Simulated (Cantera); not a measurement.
A freely propagating, adiabatic, planar premixed flame of CO : H2 : O2 : N2 = 1 : 0.84 : 0.836 : 3.76 (molar parts), equivalence ratio 1.1, unburnt at 525 K and 5.00 bar; mixture-averaged transport, grid criteria slope 0.08 and curve 0.16, no radiation.

Model: GRI-Mech 3.0 (53 species, 325 reactions), integrated in Cantera. The hydrogen kinetics of GRI-Mech 3.0 are dated; newer H2 mechanisms differ, most at raised pressure. Burning velocities carry a grid error of a few per cent, more on coarse grids.

x: mole fraction of selected species; z is measured from the peak of heat release.

```json
[
 {"z (mm)": "-0.249", "T (K)": "525", "u (m/s)": "1.93", "x CO": "0.155", "x H2": "0.130", "x O2": "0.130", "x NO": "<1e-8", "x NO2": "<1e-8", "x H2O2": "<1e-8"},
 {"z (mm)": "-0.166", "T (K)": "525", "u (m/s)": "1.93", "x CO": "0.155", "x H2": "0.130", "x O2": "0.130", "x NO": "<1e-8", "x NO2": "<1e-8", "x H2O2": "<1e-8"},
 {"z (mm)": "-0.124", "T (K)": "525", "u (m/s)": "1.93", "x CO": "0.156", "x H2": "0.129", "x O2": "0.130", "x NO": "<1e-8", "x NO2": "<1e-8", "x H2O2": "4.27e-8"},
 {"z (mm)": "-0.0829", "T (K)": "527", "u (m/s)": "1.93", "x CO": "0.157", "x H2": "0.124", "x O2": "0.131", "x NO": "<1e-8", "x NO2": "<1e-8", "x H2O2": "7.93e-7"},
 {"z (mm)": "-0.0415", "T (K)": "588", "u (m/s)": "2.10", "x CO": "0.159", "x H2": "0.102", "x O2": "0.132", "x NO": "[?]", "x NO2": "1.40e-8", "x H2O2": "3.89e-5"},
 {"z (mm)": "-0.0207", "T (K)": "879", "u (m/s)": "3.08", "x CO": "0.155", "x H2": "0.0726", "x O2": "0.121", "x NO": "[?]", "x NO2": "1.38e-8", "x H2O2": "0.000101"},
 {"z (mm)": "0", "T (K)": "1337", "u (m/s)": "4.60", "x CO": "0.136", "x H2": "0.0377", "x O2": "0.0874", "x NO": "[?]", "x NO2": "<1e-8", "x H2O2": "2.01e-5"},
 {"z (mm)": "0.0207", "T (K)": "1650", "u (m/s)": "5.60", "x CO": "0.110", "x H2": "0.0172", "x O2": "0.0540", "x NO": "[?]", "x NO2": "<1e-8", "x H2O2": "3.30e-6"},
 {"z (mm)": "0.0415", "T (K)": "1827", "u (m/s)": "6.13", "x CO": "0.0892", "x H2": "0.0119", "x O2": "0.0374", "x NO": "[?]", "x NO2": "1.26e-8", "x H2O2": "1.74e-6"},
 {"z (mm)": "0.0829", "T (K)": "2009", "u (m/s)": "6.65", "x CO": "0.0673", "x H2": "0.0110", "x O2": "0.0253", "x NO": "[?]", "x NO2": "1.66e-8", "x H2O2": "9.16e-7"},
 {"z (mm)": "0.166", "T (K)": "2163", "u (m/s)": "7.08", "x CO": "0.0541", "x H2": "0.00981", "x O2": "0.0179", "x NO": "[?]", "x NO2": "2.17e-8", "x H2O2": "5.35e-7"},
 {"z (mm)": "0.332", "T (K)": "2276", "u (m/s)": "7.39", "x CO": "0.0459", "x H2": "0.00792", "x O2": "0.0128", "x NO": "[?]", "x NO2": "2.82e-8", "x H2O2": "3.47e-7"},
 {"z (mm)": "0.663", "T (K)": "2357", "u (m/s)": "7.61", "x CO": "0.0391", "x H2": "0.00640", "x O2": "0.00889", "x NO": "[?]", "x NO2": "3.50e-8", "x H2O2": "2.38e-7"}
]
```

Question: Some entries are withheld; supply them.

Answer: 
- -0.0415, x NO: 2.58e-8
- -0.0207, x NO: 4.49e-7
- 0, x NO: 2.79e-6
- 0.0207, x NO: 8.22e-6
- 0.0415, x NO: 1.46e-5
- 0.0829, x NO: 2.48e-5
- 0.166, x NO: 3.80e-5
- 0.332, x NO: 5.46e-5
- 0.663, x NO: 7.81e-5
